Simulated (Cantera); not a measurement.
An adiabatic, constant-volume homogeneous reactor starts with 17.8 % H2, 6.86 % O2, 75.3 % N2, at 1400 K and 101000 Pa.

Detailed kinetics in Cantera: the H2/O2 subset of GRI-Mech 3.0, which has no nitrogen chemistry.

**Question.** Predict: time of steepest temperature rise; temperature at 0.300 s; equilibrium temperature; x(H2) at 0.300 s; x(O2) at 0.300 s; x(H2O2) at 0.300 s; x(H) at 0.300 s; x(HO2) at 0.300 s; x(OH) at 0.300 s; x(H2O) at 0.300 s.

**Answer.** 
- time of steepest temperature rise = 37.6 µs
- temperature at 0.300 s = 2535 K
- equilibrium temperature = 2535 K
- x(H2) at 0.300 s = 0.0439 (gas-phase equilibrium 0.0439)
- x(O2) at 0.300 s = 0.000308 (gas-phase equilibrium 0.000308)
- x(H2O2) at 0.300 s = 2.49e-8 (gas-phase equilibrium 2.49e-8)
- x(H) at 0.300 s = 0.00472 (gas-phase equilibrium 0.00472)
- x(HO2) at 0.300 s = 1.60e-7 (gas-phase equilibrium 1.60e-7)
- x(OH) at 0.300 s = 0.00330 (gas-phase equilibrium 0.00330)
- x(H2O) at 0.300 s = 0.142 (gas-phase equilibrium 0.142)
